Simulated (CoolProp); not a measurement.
Vapour-liquid equilibrium of acetone (1) + cyclohexane (2) at 0.346 MPa; x and y are mole fractions of (1).

Model: multi-fluid Helmholtz-energy mixture model, Lemmon 2006 and Zhou 2014; pair parameters Bell 2016, in CoolProp.

| x | bubble temperature (°C) | y at the bubble point | dew temperature at overall composition x (°C) | liquid density (mol/L) |
|---|---|---|---|---|
| 0.05 | 117.7 | 0.230 | (withheld) | 8.172 |
| 0.15 | 106.8 | 0.445 | 121.4 | (withheld) |
| 0.25 | 101.8 | 0.540 | 116.8 | 8.818 |
| 0.35 | 99.1 | 0.595 | 111.8 | 9.122 |
| 0.45 | (withheld) | 0.635 | 106.6 | 9.450 |
| 0.55 | 96.4 | 0.671 | 101.3 | 9.813 |
| 0.65 | 95.7 | 0.712 | 97.0 | 10.22 |
| 0.75 | 95.3 | 0.763 | 95.3 | 10.67 |
| 0.85 | 95.4 | 0.833 | 95.5 | 11.17 |
| 0.95 | 96.3 | 0.933 | (withheld) | 11.72 |

### Question
What belongs in the gaps?

### Answer

- 0.05, dew temperature at overall composition x (°C): 125.8
- 0.15, liquid density (mol/L): 8.517
- 0.45, bubble temperature (°C): 97.5
- 0.95, dew temperature at overall composition x (°C): 96.5

y crosses x between x = 0.75 and 0.85: the model has an azeotrope there.

Pair parameters are fitted to limited data, so mixtures are less certain than the pure fluids.
